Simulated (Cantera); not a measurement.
Feed: 1 mol CaCO3, 0.088 mol H2, 0.38 mol H2O, held at 1923.15 K and 0.850 bar.

Cantera equilibrium calculation (NASA polynomials, part measured and part estimated; ideal gas, pure solids and liquids). Candidate condensed phases: C, C6H6, C7H8, C8H18, Ca, CaCO3, CaO, Ca(OH)2, H2O; 115 gas species. Rates play no part.

Base state: CO2 0.627, H2O 0.312, CO 0.0540, H2 0.00625, OH 0.000348, H 8.09e-5, O2 7.30e-5, Ca(OH)2 1.71e-5 (mole fractions); condensed: CaO(s).

Question: What changes in the equilibrium state with this change: temperature from 1923.15 K to 948.15 K?

Answer: 
| species | before | after |
|---|---|---|
| H2O | 0.312 | 0.795 |
| H2 | 0.00625 | 0.181 |
| CO2 | 0.627 | 0.0210 |
| CO | 0.0540 | 0.00264 |
| Ca(OH)2 | 1.71e-5 | <1e-9 |
| OH | 0.000348 | <1e-9 |
| H | 8.09e-5 | <1e-9 |
| O2 | 7.30e-5 | <1e-9 |
| CaO(s), mol | 1.000 | 0.0113 |
| CaCO3(calcite), mol | 0 | 0.989 |

Question: What changes in the equilibrium state with this change: temperature from 1923.15 K to 975 K?

Answer: 
```csv
species,before,after
H2O,0.312,0.782
H2,0.00625,0.175
CO2,0.627,0.0381
CO,0.0540,0.00533
Ca(OH)2,1.71e-5,<1e-9
OH,0.000348,<1e-9
H,8.09e-5,<1e-9
O2,7.30e-5,<1e-9
"CaO(s), mol",1.000,0.0213
"CaCO3(calcite), mol",0,0.979
```

Question: What changes in the equilibrium state with this change: pressure from 0.850 bar to 1.40 mbar?

Answer: 
```json
[
 {"species": "CO2", "before": "0.627", "after": "0.583"},
 {"species": "H2O", "before": "0.312", "after": "0.297"},
 {"species": "CO", "before": "0.0540", "after": "0.0837"},
 {"species": "O2", "before": "7.30e-5", "after": "0.0159"},
 {"species": "Ca(OH)2", "before": "1.71e-5", "after": "1.63e-5"},
 {"species": "O", "before": "3.36e-6", "after": "0.00122"},
 {"species": "H", "before": "8.09e-5", "after": "0.00251"},
 {"species": "OH", "before": "0.000348", "after": "0.00647"},
 {"species": "H2", "before": "0.00625", "after": "0.00994"},
 {"species": "CaO(s), mol", "before": "1.000", "after": "1.000"}
]
```
